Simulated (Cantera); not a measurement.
A closed system holds: 1 mol borazine, 0.39 mol O2, 0.53 mol H2, held at 13.0 Pa.

Method: chemical equilibrium by Gibbs-energy minimisation in Cantera with the NASA 1993 tables (ideal gas, pure condensed phases). Candidate condensed phases: B, BN, B2O3, B3O3H3, H2O; 39 gas species. The feed counts by its element totals alone. Mutual solubility and eutectic melting of coexisting phases are not modelled. Kinetics and transport are ignored.

Q: Which condensed phases are stable at each of these points (T (°C)): 827, 902, 977, 1052, 1127, 1202, 1277, 1352, 1427, 1502, 1577, 1652, 1727, 1802?

A: 
```json
[
 {"T (°C)": "827", "condensed phases": "BN(s) + B2O3(l)", "B condensed (%)": "100.0"},
 {"T (°C)": "902", "condensed phases": "BN(s) + B2O3(l)", "B condensed (%)": "99.9"},
 {"T (°C)": "977", "condensed phases": "BN(s) + B2O3(l)", "B condensed (%)": "99.6"},
 {"T (°C)": "1052", "condensed phases": "BN(s) + B2O3(l)", "B condensed (%)": "98.1"},
 {"T (°C)": "1127", "condensed phases": "BN(s) + B2O3(l)", "B condensed (%)": "90.8"},
 {"T (°C)": "1202", "condensed phases": "BN(s)", "B condensed (%)": "79.9"},
 {"T (°C)": "1277", "condensed phases": "BN(s)", "B condensed (%)": "77.3"},
 {"T (°C)": "1352", "condensed phases": "BN(s)", "B condensed (%)": "75.3"},
 {"T (°C)": "1427", "condensed phases": "BN(s)", "B condensed (%)": "74.4"},
 {"T (°C)": "1502", "condensed phases": "BN(s)", "B condensed (%)": "74.1"},
 {"T (°C)": "1577", "condensed phases": "BN(s)", "B condensed (%)": "73.9"},
 {"T (°C)": "1652", "condensed phases": "B(s)", "B condensed (%)": "73.7"},
 {"T (°C)": "1727", "condensed phases": "B(s)", "B condensed (%)": "73.5"},
 {"T (°C)": "1802", "condensed phases": "B(s)", "B condensed (%)": "72.8"}
]
```

From 827 °C to 1127 °C the condensed part is BN(s) + B2O3(l). From 1202 °C to 1577 °C the condensed part is BN(s). From 1652 °C to 1802 °C the condensed part is B(s).
